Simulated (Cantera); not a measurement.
A closed system holds: 1 mol SiO₂, 0.35 mol H₂, 0.32 mol H₂O, at 1050 °C and 100000 Pa.

These are equilibrium values from Cantera (NASA tables, ideal gas, pure condensed phases), not measurements of a reactor. Candidate condensed phases: H₂O, Si, SiO₂; 18 gas species. The tables hold silica as quartz up to 1696 K and as liquid above; real silica turns to tridymite and cristobalite and melts near 1996 K. Gases not in the tables: Si(OH)₄. Kinetics and transport are ignored.

What is the equilibrium state?


```json
{
 "x(H₂)": "0.522",
 "x(H₂O)": "0.478",
 "x(H)": "1.15e-6",
 "n(SiO₂(β-quartz))": "1.00 mol",
 "gas_amount": "0.6700 mol",
 "log10 activity of Si(s) (absent)": "-12.76"
}
```
